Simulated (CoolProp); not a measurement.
Model: reference Helmholtz-energy equation of state, Lemmon 2000, in CoolProp. It is a pseudo-pure fit of the blend.

Q: For dry air, give the phase and the cp (kJ/(kg K)), fugacity coefficient at 187.1 K and 1.62 MPa.

A: 
- 187.1 K and 1.62 MPa: gas; cp 1.10, fugacity coefficient 0.953
